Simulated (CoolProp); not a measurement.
Octamethyltrisiloxane (MDM) along the isotherm 575 K: density (kg/m³) from the reference equation and from simpler models built on Tc = 565.4 K, pc = 1438 kPa, ω = 0.528; each cubic takes its own stable root.

Model: reference Helmholtz-energy equation of state, Thol 2017, in CoolProp.

```json
[
 {"p (kPa)": "958", "phase": "gas", "reference": "63.97"},
 {"p (kPa)": "1920", "phase": "supercritical", "reference": "380.6"},
 {"p (kPa)": "2880", "phase": "supercritical", "reference": "451.7"},
 {"p (kPa)": "3830", "phase": "supercritical", "reference": "481.5"},
 {"p (kPa)": "4790", "phase": "supercritical", "reference": "501.7"},
 {"p (kPa)": "5750", "phase": "supercritical", "reference": "517.1"},
 {"p (kPa)": "6710", "phase": "supercritical", "reference": "529.7"},
 {"p (kPa)": "7670", "phase": "supercritical", "reference": "540.4"},
 {"p (kPa)": "8630", "phase": "supercritical", "reference": "549.8"},
 {"p (kPa)": "9580", "phase": "supercritical", "reference": "558.0"},
 {"p (kPa)": "10500", "phase": "supercritical", "reference": "565.2"},
 {"p (kPa)": "11500", "phase": "supercritical", "reference": "572.4"},
 {"p (kPa)": "12500", "phase": "supercritical", "reference": "578.9"},
 {"p (kPa)": "13400", "phase": "supercritical", "reference": "584.4"},
 {"p (kPa)": "14400", "phase": "supercritical", "reference": "590.1"}
]
```

**Question.** How far does each simpler model (ideal gas, van der Waals, Redlich-Kwong, Soave-Redlich-Kwong, Peng-Robinson) lie from the reference over these 15 states: mean and median of the absolute difference, and the worst?

**Answer.** 
- ideal gas: mean 32.1 %, median 25.9 %, worst -75.0 % at 575 K and 1920 kPa
- van der Waals: mean 24.5 %, median 25.8 %, worst -27.1 % at 575 K and 2880 kPa
- Redlich-Kwong: mean 6.0 %, median 5.1 %, worst -14.0 % at 575 K and 1920 kPa
- Soave-Redlich-Kwong: mean 6.9 %, median 5.6 %, worst -18.2 % at 575 K and 1920 kPa
- Peng-Robinson: mean 4.9 %, median 4.9 %, worst -10.5 % at 575 K and 1920 kPa
